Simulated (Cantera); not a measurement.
An isothermal, constant-pressure homogeneous reactor starts with 99.4 % N2O, 0.626 % H2O, at 1273 K and 48.8 Torr.

Cantera simulation using GRI-Mech 3.0 (53 species, 325 reactions); the numbers are that mechanism's predictions, not measurements. GRI-Mech 3.0 was tuned for natural gas; its chemistry of N2O as a main component is partial and can be far from experiment. The mechanism lacks the step 2 NO + O2 → 2 NO2, which can matter for NO2 below about 1400 K. The temperature is held fixed by assumption; the heat of reaction is taken as removed at once.

Problem. Predict: x(N2O) at 10.0 s; x(H2O) at 10.0 s; x(NO) at 10.0 s; x(HO2) at 10.0 s.

Solution. 
| Item | Result |
|---|---|
| x(N2O) at 10.0 s | 0.163 (gas-phase equilibrium 6.03e-9) |
| x(H2O) at 10.0 s | 0.00452 (gas-phase equilibrium 0.00418) |
| x(NO) at 10.0 s | 0.0688 (gas-phase equilibrium 0.000384) |
| x(HO2) at 10.0 s | 1.49e-8 (gas-phase equilibrium 4.19e-9) |
